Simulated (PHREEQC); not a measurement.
Solution (25 °C): 2.5 mol/kgw H2SO4 and 0.028 mol/kgw Na2SO4. Closed to the air; pH follows from the charge balance.

All values are PHREEQC results (Pitzer model, pitzer.dat), not measurements.

```yaml
pH: -0.88
ionic_strength: 3.75 mol/kgw
activity_of_water: 0.882
density: 1.138 g/cm³
osmotic_coefficient: 1.225
total_alkalinity: -5000 meq/kg
```

```
species  molality  activity   log γ
-------  --------  --------  ------
H+           3.08      7.65   0.395
HSO4-        1.92      1.44  -0.123
SO4-2       0.612   0.00198  -2.490
Na+        0.0560    0.0864   0.188
```

No solid was allowed to form. Complexes and solids missing from the database can't appear. In brines, pH and single-ion activities rest on the MacInnes convention.
